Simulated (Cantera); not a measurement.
Cantera run:

```python
import numpy as np
import cantera as ct

gas_names = """
    Ba BaF BaF2 F F2 H HF H2 H2F2 H3F3 H4F4 H5F5 H6F6 H7F7
""".split()
cond_names = """
    Ba(cr) Ba(L) BaF2(a) BaF2(b,c) BaF2(L)
""".split()


# ... load() reads the species with a 1 bar reference pressure and builds the phases ...
atoms = {
    'BaF2': {'Ba': 1, 'F': 2},
    'HF': {'H': 1, 'F': 1},
    'H2': {'H': 2},
}
top_T = {}  # K; cautious upper limits of use, not melting points


# ... equilibrate(T, P, feed) seeds the gas with the atoms and calls Mixture.equilibrate('TP', solver="vcs", rtol=1e-11, max_steps=5000) ...
results = []
feed = {'BaF2': 1, 'HF': 0.023, 'H2': 3.9}  # mol
P = 10  # Pa
for T in [1573, 1648, 1723, 1798, 1873, 1948, 2023, 2098, 2173, 2248]:
    mix = equilibrate(T, P, feed)
    results.append((T, P, feed, dict(zip(mix.species_names, mix.species_moles))))
    x = sorted(zip(gas.X, gas.species_names), reverse=True)
    print(f"T = {T:g} K  P = {P:g} Pa  gas = {mix.phase_moles(0):.4g} mol")
    print("   x: " + "  ".join(f"{s} {v:.3e}" for v, s in x if v > 0.001))
    print("   condensed (mol): " + ("  ".join(f"{mix.phase(i).name} {mix.phase_moles(i):.4g}"
          for i in range(1, mix.n_phases) if mix.phase_moles(i) > 1e-12) or "none"))
```

Output:

```
T = 1573 K  P = 10 Pa  gas = 4.99 mol
   x: H2 7.682e-01  BaF2 1.773e-01  HF 2.782e-02  BaF 2.304e-02  H 3.564e-03
   condensed (mol): none
T = 1648 K  P = 10 Pa  gas = 5.025 mol
   x: H2 7.559e-01  BaF2 1.665e-01  HF 3.732e-02  BaF 3.237e-02  H 7.742e-03
   condensed (mol): none
T = 1723 K  P = 10 Pa  gas = 5.074 mol
   x: H2 7.388e-01  BaF2 1.535e-01  HF 4.850e-02  BaF 4.318e-02  H 1.567e-02
   condensed (mol): none
T = 1798 K  P = 10 Pa  gas = 5.145 mol
   x: H2 7.149e-01  BaF2 1.386e-01  HF 6.096e-02  BaF 5.497e-02  H 2.977e-02
   condensed (mol): none
T = 1873 K  P = 10 Pa  gas = 5.246 mol
   x: H2 6.820e-01  BaF2 1.223e-01  HF 7.406e-02  BaF 6.694e-02  H 5.330e-02  Ba 1.373e-03
   condensed (mol): none
T = 1948 K  P = 10 Pa  gas = 5.389 mol
   x: H2 6.373e-01  BaF2 1.052e-01  H 9.021e-02  HF 8.694e-02  BaF 7.804e-02  Ba 2.317e-03
   condensed (mol): none
T = 2023 K  P = 10 Pa  gas = 5.591 mol
   x: H2 5.782e-01  H 1.444e-01  HF 9.852e-02  BaF2 8.812e-02  BaF 8.708e-02  Ba 3.669e-03
   condensed (mol): none
T = 2098 K  P = 10 Pa  gas = 5.869 mol
   x: H2 5.034e-01  H 2.183e-01  HF 1.078e-01  BaF 9.300e-02  BaF2 7.195e-02  Ba 5.443e-03
   condensed (mol): none
T = 2173 K  P = 10 Pa  gas = 6.236 mol
   x: H2 4.149e-01  H 3.108e-01  HF 1.139e-01  BaF 9.519e-02  BaF2 5.761e-02  Ba 7.547e-03
   condensed (mol): none
T = 2248 K  P = 10 Pa  gas = 6.691 mol
   x: H 4.148e-01  H2 3.189e-01  HF 1.167e-01  BaF 9.388e-02  BaF2 4.582e-02  Ba 9.760e-03
   condensed (mol): none
```

Equilibrium computed with Cantera from the NASA thermochemical tables; the gas is ideal and each condensed phase is pure.
